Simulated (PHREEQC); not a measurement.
0.25 g of hydrous ferric oxide (600 m²/g; 0.2 weak and 0.005 strong sites per Fe, Dzombak-Morel constants, diffuse double layer) in 1 kg of water with 0.3 mol/kgw of an inert sodium salt and 0.00018 mol/kgw ZnSO4 and 1.1e-05 mol/kgw CaCl2, at 25 °C; the pH is set by adding NaOH or the inert anion's acid. Oxygen alone is held at its pressure in air (log pO2 = -0.68). The system is closed to CO2. Precipitation was switched off in this run.

All values are PHREEQC results (ion-association model, wateq4f.dat), not measurements.

```
pH   S sorbed (%)  Zn sorbed (%)  Ca sorbed (%)  surface charge σ (C/m²)  surface potential ψ (mV)
---  ------------  -------------  -------------  -----------------------  ------------------------
3            50.7            0.0            0.0                    0.252                       106
3.5          50.6            0.0            0.0                    0.249                       106
4            49.3            0.0            0.0                    0.244                       105
4.5          45.7            0.2            0.0                    0.231                       102
5            38.5            1.4            0.0                    0.208                        97
5.5          27.7            5.3            0.0                    0.175                        89
6            16.0           10.6            0.0                    0.139                        78
6.5           7.4           25.8            0.0                    0.107                        66
7             3.4           57.4            0.0                    0.085                        56
7.5           1.4           83.9            0.1                    0.067                        47
8             0.4           95.7            0.3                    0.044                        33
8.5           0.1           98.9            1.7                    0.019                        15
9             0.0           99.4            8.9                   -0.006                        -5
```

The oxide is taken as insoluble; below pH 4 it would dissolve.
